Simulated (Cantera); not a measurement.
Charge: 1 mol BCl₃, 11 mol H₂, equilibrated at 1123.15 K and 0.0720 bar.

Method: chemical equilibrium by Gibbs-energy minimisation in Cantera with the NASA 1993 tables (ideal gas, pure condensed phases). Candidate condensed phases: B; 13 gas species. Gases not in the tables: BHCl₂. Equilibrium is a limit: real reactors are often held back by kinetics, nucleation or transport.

Base state: H₂ 0.842, HCl 0.114, BCl₃ 0.0438 (mole fractions); condensed: B(s).

### Question
What changes in the equilibrium state with this change: temperature from 1123.15 K to 1575 K?

### Answer
| species | before | after |
|---|---|---|
| H₂ | 0.842 | 0.776 |
| HCl | 0.114 | 0.214 |
| BCl₃ | 0.0438 | 0.00846 |
| BCl | 2.12e-7 | 0.000507 |
| Cl | 1.75e-8 | 2.99e-5 |
| H | 1.46e-7 | 0.000136 |
| B(s), mol | 0.464 | 0.882 |
The tables' values for BCl, BCl₂, BH₂ are old estimates; treat these amounts as uncertain.
